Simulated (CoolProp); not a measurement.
A single-stage vapour-compression cycle with carbon dioxide: evaporating at 231.15 K (dew point), condensing at 290.15 K (bubble point), superheat 2 K, subcooling 0 K, compressor efficiency 0.75, no pressure losses. Each further row changes one setting.

Computed with CoolProp (reference Helmholtz-energy equation of state, Span 1996).

| case | cooling COP | pressure ratio | discharge temperature (K) | refrigerating effect (kJ/kg) | volumetric capacity (kJ/m³) |
|---|---|---|---|---|---|
| as stated | 1.73 | 5.72 | 380.2 | 191 | 4570 |
| evaporating temperature 236.15 K | … | … | 369.3 | 192 | 5510 |
| condensing temperature 285.15 K | 2.03 | 5.07 | 368.5 | … | 4930 |
| subcooling 5 K | 1.88 | 5.72 | 380.2 | 207 | 4960 |
| superheat 12 K | … | 5.72 | 395.1 | 201 | 4520 |
| compressor efficiency 0.65 | … | 5.72 | … | 191 | 4570 |

### Question
Complete the blanks.

### Answer

- evaporating temperature 236.15 K, cooling COP: 1.98
- evaporating temperature 236.15 K, pressure ratio: 4.76
- condensing temperature 285.15 K, refrigerating effect (kJ/kg): 206
- superheat 12 K, cooling COP: 1.71
- compressor efficiency 0.65, cooling COP: 1.50
- compressor efficiency 0.65, discharge temperature (K): 395.3
